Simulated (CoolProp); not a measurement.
The fluid at 298.15 K and 0.00876 MPa flows at 0.068 m/s in a round tube of 20 mm bore and 45 µm roughness, fully developed (64/Re and Nu = 3.66 if laminar; Colebrook and Gnielinski if turbulent). The same conditions are run with several fluids, on thermodynamics alone (safety and materials aside).

Computed with CoolProp (reference Helmholtz-energy equation of state of each fluid (methanol: de Reuck 1993; ethane: Bücker 2006; oxygen: Schmidt 1985; R410A: Lemmon 2003; sulfur hexafluoride: Guder 2009)). Blends and air are pseudo-pure fits.

```csv
fluid,Reynolds number,Darcy friction factor,pressure drop (Pa/m),heat-transfer coefficient (W/(m² K)),mass flow (kg/h)
methanol,16.1,3.98,0.0524,2.76,0.00877
ethane,15.5,4.13,…,3.82,0.00818
oxygen,…,8.54,…,4.81,…
R410A,27.2,2.36,0.0699,2.42,0.0197
sulfur hexafluoride,46.2,1.39,0.0827,2.37,0.0397
```

Question: Some entries are withheld; supply them.

Answer: 
- ethane, pressure drop (Pa/m): 0.0508
- oxygen, Reynolds number: 7.49
- oxygen, pressure drop (Pa/m): 0.112
- oxygen, mass flow (kg/h): 0.00870

Transport values come from each fluid's own correlations.
